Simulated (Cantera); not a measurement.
**Transport properties of process gases**

Gas mixture: NO = 0.79 (molar parts), at 23.3 Torr, frozen composition.

Cantera's kinetic-theory transport with the Lennard-Jones parameters of GRI-Mech 3.0, ideal gas; thermal conductivity in the mixture-averaged form. The composition is frozen, though it would react at the higher temperatures.

| T (K) | ρ (kg/m³) | cp (J/kg/K) | μ (µPa s) | λ (mW/m/K) | Pr | D (cm²/s) CO2 | D (cm²/s) OH | D (cm²/s) NH3 |
|---|---|---|---|---|---|---|---|---|
| 400 | 0.0280 | 998.6 | 23.1 | 32.4 | 0.712 | 8.53 | 16.9 | 12.3 |
| 600 | 0.0186 | 1041 | 30.6 | 45.1 | 0.706 | 17.4 | 33.6 | 25.9 |
| 800 | 0.0140 | 1092 | 37.1 | 57.3 | 0.708 | 28.5 | 54.5 | 43.1 |
| 1000 | 0.0112 | 1133 | 42.9 | 68.6 | 0.709 | 41.7 | 79.0 | 63.4 |
| 1200 | 0.00932 | 1159 | 48.4 | 79.3 | 0.707 | 56.6 | 107 | 86.6 |
| 1400 | 0.00799 | 1181 | 53.4 | 89.4 | 0.706 | 73.3 | 138 | 113 |
| 1600 | 0.00699 | 1199 | 58.3 | 99.0 | 0.706 | 91.5 | 172 | 141 |
| 1800 | 0.00622 | 1213 | 62.9 | 108 | 0.706 | 111 | 210 | 172 |
D: mixture-averaged diffusion coefficient of that species in the mixture.
